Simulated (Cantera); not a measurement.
**Chlorosilane synthesis and conversion: Si + HCl + H2**

Input: 1 mol Si, 2.7 mol HCl, 1.5 mol H2, held at 1 atm.

Cantera equilibrium calculation (NASA polynomials, part measured and part estimated; ideal gas, pure solids and liquids). Candidate condensed phases: Si; 19 gas species. The tables' values for SiCl3 are old estimates; treat these amounts as uncertain. Kinetics and transport are ignored.

```json
[
 {"T (K)": "648", "log p H2": "-0.10", "log p SiCl4": "-0.86", "log p SiHCl3": "-1.11", "log p HCl": "-3.95", "log p SiCl3": "-5.87", "n Si(s)": "0.255"},
 {"T (K)": "723", "log p H2": "-0.10", "log p SiCl4": "-0.85", "log p SiHCl3": "-1.12", "log p HCl": "-3.35", "log p SiCl3": "-4.98", "n Si(s)": "0.257"},
 {"T (K)": "798", "log p H2": "-0.10", "log p SiCl4": "-0.85", "log p SiHCl3": "-1.14", "log p HCl": "-2.87", "log p SiCl3": "-4.27", "n Si(s)": "0.259"},
 {"T (K)": "873", "log p H2": "-0.10", "log p SiCl4": "-0.85", "log p SiHCl3": "-1.15", "log p HCl": "-2.47", "log p SiCl3": "-3.67", "n Si(s)": "0.262"},
 {"T (K)": "948", "log p H2": "-0.10", "log p SiCl4": "-0.85", "log p SiHCl3": "-1.16", "log p HCl": "-2.13", "log p SiCl3": "-3.18", "n Si(s)": "0.266"},
 {"T (K)": "1023", "log p H2": "-0.10", "log p SiCl4": "-0.85", "log p SiHCl3": "-1.18", "log p HCl": "-1.85", "log p SiCl3": "-2.76", "n Si(s)": "0.272"},
 {"T (K)": "1098", "log p H2": "-0.11", "log p SiCl4": "-0.86", "log p SiHCl3": "-1.20", "log p HCl": "-1.61", "log p SiCl3": "-2.41", "n Si(s)": "0.280"},
 {"T (K)": "1173", "log p H2": "-0.11", "log p SiCl4": "-0.88", "log p SiHCl3": "-1.23", "log p HCl": "-1.40", "log p SiCl3": "-2.11", "n Si(s)": "0.287"}
]
```
log p: log10 of the partial pressure in bar; n: condensed amount in mol.

From 648 K to 1173 K the condensed part is Si(s). The main Si-bearing gas is SiCl4 throughout. The share of Si in condensed phases is highest at 1173 K (28.7 %) and lowest at 648 K (25.5 %).
